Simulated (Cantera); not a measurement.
Adiabatic ignition

An adiabatic, constant-pressure homogeneous reactor starts with 3.76 % CH4, 0.177 % C2H6, 0.301 % C3H8, 20.1 % O2, 75.7 % N2, at 1325 K and 22.7 atm.

Computed with Cantera and GRI-Mech 3.0 (53 species, 325 reactions). The pressure lies above the range GRI-Mech 3.0 was tuned for (to about 10 atm).

```json
[
 {"t (s)": "1.00e-6", "T (K)": "1325", "x CH4": "0.0376", "x C2H6": "0.00177", "x C3H8": "0.00301", "x HCO": "<1e-12", "x OH": "2.99e-9"},
 {"t (s)": "2.62e-6", "T (K)": "1325", "x CH4": "0.0376", "x C2H6": "0.00177", "x C3H8": "0.00301", "x HCO": "<1e-12", "x OH": "7.57e-9"},
 {"t (s)": "6.84e-6", "T (K)": "1325", "x CH4": "0.0376", "x C2H6": "0.00177", "x C3H8": "0.00301", "x HCO": "5.62e-12", "x OH": "2.72e-8"},
 {"t (s)": "1.79e-5", "T (K)": "1325", "x CH4": "0.0376", "x C2H6": "0.00176", "x C3H8": "0.00299", "x HCO": "1.10e-10", "x OH": "1.25e-7"},
 {"t (s)": "4.68e-5", "T (K)": "1326", "x CH4": "0.0374", "x C2H6": "0.00176", "x C3H8": "0.00290", "x HCO": "2.02e-9", "x OH": "4.07e-7"},
 {"t (s)": "0.000122", "T (K)": "1348", "x CH4": "0.0349", "x C2H6": "0.00166", "x C3H8": "0.00211", "x HCO": "9.55e-8", "x OH": "3.84e-6"},
 {"t (s)": "0.000320", "T (K)": "2320", "x CH4": "<1e-12", "x C2H6": "<1e-12", "x C3H8": "<1e-12", "x HCO": "4.89e-11", "x OH": "0.00288"},
 {"t (s)": "0.000837", "T (K)": "2319", "x CH4": "<1e-12", "x C2H6": "<1e-12", "x C3H8": "<1e-12", "x HCO": "4.85e-11", "x OH": "0.00287"},
 {"t (s)": "0.00219", "T (K)": "2317", "x CH4": "<1e-12", "x C2H6": "<1e-12", "x C3H8": "<1e-12", "x HCO": "4.75e-11", "x OH": "0.00285"},
 {"t (s)": "0.00572", "T (K)": "2313", "x CH4": "<1e-12", "x C2H6": "<1e-12", "x C3H8": "<1e-12", "x HCO": "4.54e-11", "x OH": "0.00280"},
 {"t (s)": "0.0150", "T (K)": "2306", "x CH4": "<1e-12", "x C2H6": "<1e-12", "x C3H8": "<1e-12", "x HCO": "4.20e-11", "x OH": "0.00271"},
 {"t (s)": "0.0391", "T (K)": "2299", "x CH4": "<1e-12", "x C2H6": "<1e-12", "x C3H8": "<1e-12", "x HCO": "3.91e-11", "x OH": "0.00264"},
 {"t (s)": "0.102", "T (K)": "2298", "x CH4": "<1e-12", "x C2H6": "<1e-12", "x C3H8": "<1e-12", "x HCO": "3.86e-11", "x OH": "0.00262"},
 {"t (s)": "0.268", "T (K)": "2298", "x CH4": "<1e-12", "x C2H6": "<1e-12", "x C3H8": "<1e-12", "x HCO": "3.86e-11", "x OH": "0.00262"},
 {"t (s)": "0.700", "T (K)": "2298", "x CH4": "<1e-12", "x C2H6": "<1e-12", "x C3H8": "<1e-12", "x HCO": "3.86e-11", "x OH": "0.00262"}
]
```
x: mole fraction; the columns are a selection and need not sum to one.

```yaml
time_of_steepest_temperature_rise: 0.166 ms
temperature at 0.700 s: 2298 K
equilibrium_temperature: 2298 K
x(CH4) at 0.700 s: <1e-12 (gas-phase equilibrium <1e-12)
x(C2H6) at 0.700 s: <1e-12 (gas-phase equilibrium <1e-12)
x(C3H8) at 0.700 s: <1e-12 (gas-phase equilibrium <1e-12)
```
